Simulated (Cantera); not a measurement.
**Aluminium nitride and oxide growth: Al(CH₃)₃ + N₂ + H₂**

Charge: 1 mol Al(CH₃)₃, 21 mol N₂, 510 mol H₂, at 1873 K and 0.133 bar.

Method: chemical equilibrium by Gibbs-energy minimisation in Cantera with the NASA 1993 tables (ideal gas, pure condensed phases). Candidate condensed phases: Al, AlN, C, C₆H₆, C₇H₈, C₈H₁₈; 97 gas species. The feed counts by its element totals alone. Equilibrium is a limit: real reactors are often held back by kinetics, nucleation or transport.

```yaml
x(H₂): 0.958
x(N₂): 0.0375
x(H): 0.00173
x(HCN): 0.00164
x(C₂H₂ (acetylene)): 0.000299
x(Al): 0.000166
x(CH₄): 7.47e-5
x(HNC): 7.28e-5
x(AlH): 2.23e-5
n(AlN(s)): 0.899 mol
n(C(graphite)): 1.72 mol
gas_amount: 535.6 mol
log10 activity of Al(l) (absent): -1.90
```
